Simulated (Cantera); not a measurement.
Input: 1 mol Pb, 1.5 mol CO2, 4.4 mol H2, held at 58.0 Pa.

Cantera equilibrium calculation (NASA polynomials, part measured and part estimated; ideal gas, pure solids and liquids). Candidate condensed phases: C, C6H6, C7H8, C8H18, H2O, Pb, PbO, PbO2, Pb3O4; 113 gas species. Equilibrium is a limit: real reactors are often held back by kinetics, nucleation or transport.

### Question
Which condensed phases are stable at each of these points (T (K)): 950, 1000, 1050, 1100, 1150, 1200, 1250, 1300, 1350, 1400, 1450, 1500, 1550, 1600?

### Answer
| T (K) | condensed phases | Pb condensed (%) |
|---|---|---|
| 950 | Pb(l) | 94.8 |
| 1000 | Pb(l) | 83.1 |
| 1050 | Pb(l) | 48.5 |
| 1100 | gas only | 0.0 |
| 1150 | gas only | 0.0 |
| 1200 | gas only | 0.0 |
| 1250 | gas only | 0.0 |
| 1300 | gas only | 0.0 |
| 1350 | gas only | 0.0 |
| 1400 | gas only | 0.0 |
| 1450 | gas only | 0.0 |
| 1500 | gas only | 0.0 |
| 1550 | gas only | 0.0 |
| 1600 | gas only | 0.0 |

From 950 K to 1050 K the condensed part is Pb(l). From 1100 K to 1600 K nothing is condensed.
